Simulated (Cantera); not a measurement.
Input (Python, Cantera) and output of one run.

```python
import numpy as np
import cantera as ct

gas_names = [...]  # 47 gases of nasa_gas.yaml made of Cl, H, N, O, Si
cond_names = """
    H2O(s) H2O(L) NH4CL(a) NH4CL(b) Si(cr) Si(L) SiO2(Lqz) SiO2(hqz) SiO2(L) Si2N2O(s) Si3N4(a)
""".split()


# ... load() reads the species with a 1 bar reference pressure and builds the phases ...
atoms = {
    'SiH2Cl2': {'Si': 1, 'H': 2, 'CL': 2},
    'NO': {'N': 1, 'O': 1},
}
top_T = {'Si2N2O(s)': 2100, 'Si3N4(a)': 2400}  # K; cautious upper limits of use, not melting points


# ... equilibrate(T, P, feed) seeds the gas with the atoms and calls Mixture.equilibrate('TP', solver="vcs", rtol=1e-11, max_steps=5000) ...
results = []
feed = {'SiH2Cl2': 1, 'NO': 3.2}  # mol
P = 13332.2  # Pa
for T in [898, 973, 1048, 1123, 1198, 1273, 1348, 1423, 1498, 1573, 1648, 1723, 1798]:
    mix = equilibrate(T, P, feed)
    results.append((T, P, feed, dict(zip(mix.species_names, mix.species_moles))))

top = {s: max(r[3][s] / sum(r[3][g] for g in gas_names) for r in results) for s in gas_names}
cols = sorted((s for s in top if top[s] > 0.0001), key=lambda s: -top[s])[:7]
seen = [c for c in cond_names if any(r[3].get(c, 0) > 1e-12 for r in results)]
print("log10 of partial pressures in bar; condensed amounts in mol")
print(f"{'T/K':>10s}" + "".join(f"{s[:9]:>10s}" for s in cols + seen))
for T, P, feed, n in results:
    ng = sum(n[g] for g in gas_names)
    print(f"{T:10.4g}" + "".join(f"{np.log10(max(n[s] / ng * P / 1e5, 1e-99)):10.3f}" for s in cols)
          + "".join(f"{n.get(c, 0):10.4g}" for c in seen))
```

It prints:

```
log10 of partial pressures in bar; condensed amounts in mol
       T/K       HCL        N2        O2       H2O       CL2        CL        NO SiO2(hqz)   SiO2(L)
       898    -1.381    -1.274    -1.862    -1.906    -1.907    -5.100    -6.225         1         0
       973    -1.342    -1.278    -1.833    -1.992    -1.993    -4.587    -5.802         1         0
      1048    -1.314    -1.281    -1.812    -2.072    -2.074    -4.150    -5.442         1         0
      1123    -1.294    -1.283    -1.797    -2.145    -2.150    -3.773    -5.131         1         0
      1198    -1.279    -1.285    -1.786    -2.211    -2.223    -3.446    -4.860         1         0
      1273    -1.269    -1.287    -1.778    -2.267    -2.296    -3.161    -4.622         1         0
      1348    -1.263    -1.288    -1.773    -2.312    -2.371    -2.912    -4.412         1         0
      1423    -1.259    -1.290    -1.771    -2.344    -2.453    -2.697    -4.225         1         0
      1498    -1.259    -1.292    -1.772    -2.360    -2.548    -2.513    -4.058         1         0
      1573    -1.262    -1.295    -1.775    -2.358    -2.657    -2.358    -3.909         1         0
      1648    -1.268    -1.297    -1.781    -2.338    -2.782    -2.230    -3.775         1         0
      1723    -1.276    -1.299    -1.789    -2.306    -2.919    -2.124    -3.654         0         1
      1798    -1.287    -1.302    -1.800    -2.265    -3.063    -2.036    -3.544         0         1
```

Method: chemical equilibrium by Gibbs-energy minimisation in Cantera with the NASA 1993 tables (ideal gas, pure condensed phases). The tables hold silica as quartz up to 1696 K and as liquid above; real silica turns to tridymite and cristobalite and melts near 1996 K.
